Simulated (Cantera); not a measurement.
A closed system holds: 1 mol Pb, 0.58 mol H₂, held at 0.000440 bar.

Cantera equilibrium calculation (NASA polynomials, part measured and part estimated; ideal gas, pure solids and liquids). Candidate condensed phases: Pb; 4 gas species. Kinetics and transport are ignored. All values below are at 725 °C.

Base state: H₂ 0.965, Pb 0.0352 (mole fractions); condensed: Pb(l).

Problem. What changes in the equilibrium state with this change: Pb replaced by HgO?

Solution. 
```json
[
 {"species": "Hg", "before": "0", "after": "0.559"},
 {"species": "H₂O", "before": "0", "after": "0.324"},
 {"species": "O₂", "before": "0", "after": "0.117"},
 {"species": "H₂", "before": "0.965", "after": "3.71e-9"},
 {"species": "Pb", "before": "0.0352", "after": "0"},
 {"species": "Pb(l), mol", "before": "0.979", "after": "0"}
]
```
Further candidate phases: H₂O, Hg, HgO.
